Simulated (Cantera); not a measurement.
# Equilibrium for silicon epitaxy and polysilicon growth: SiH₂Cl₂ + H₂

Feed: 1 mol SiH₂Cl₂, 48 mol H₂, at 850 K and 1.33 mbar.

Method: chemical equilibrium by Gibbs-energy minimisation in Cantera with the NASA 1993 tables (ideal gas, pure condensed phases). Candidate condensed phases: Si; 19 gas species. The tables' values for SiCl₃ are old estimates; treat these amounts as uncertain. Rates play no part.

```
Item            Value
----------  ---------
x(H₂)           0.984
x(HCl)        0.00719
x(SiCl₄)      0.00699
x(SiHCl₃)     0.00159
x(SiCl₃)      7.85e-5
x(SiCl₂)      6.25e-5
x(SiH₂Cl₂)    3.17e-5
n(Si(s))    0.566 mol
gas amount  49.57 mol
```
